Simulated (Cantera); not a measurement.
Feed: 1 mol Mg(OH)2, 2 mol H2, 1.5 mol O2, 0.037 mol CH4, equilibrated at 0.0290 bar.

These are equilibrium values from Cantera (NASA tables, ideal gas, pure condensed phases), not measurements of a reactor. Candidate condensed phases: C, C6H6, C7H8, C8H18, H2O, Mg, MgCO3, MgO, Mg(OH)2; 116 gas species. The numbers say what is thermodynamically allowed, not how fast it happens.

At 1402 °C, list the 5 most abundant gas species with their mole fractions, and the condensed phases.

H2O 0.867, O2 0.120, CO2 0.0104, OH 0.00190, H2 0.000227. Condensed: MgO(s).
